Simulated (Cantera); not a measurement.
Mixture: CH4 : H2 : O2 : N2 : H2O = 1 : 0.2 : 1.11 : 4.16 : 0.63 (molar parts), equivalence ratio 1.9, at 18.0 bar, adiabatic and at constant pressure. Ignition delay is the time to a rise of 400 K.

Model: GRI-Mech 3.0 (53 species, 325 reactions), integrated in Cantera. The pressure lies above the range GRI-Mech 3.0 was tuned for (to about 10 atm). Below about 1000 K GRI-Mech 3.0 lacks low-temperature oxidation paths.

Q: Predict: delay at 975 K; delay at 1125 K; delay at 1275 K; delay at 1425 K; delay at 1575 K; apparent activation energy between 1425 and 1575 K.

A: 
```json
{
 "delay at 975 K": "14.9 ms",
 "delay at 1125 K": "1.16 ms",
 "delay at 1275 K": "0.291 ms",
 "delay at 1425 K": "0.109 ms",
 "delay at 1575 K": "40.8 µs",
 "apparent activation energy between 1425 and 1575 K": "120 kJ/mol"
}
```
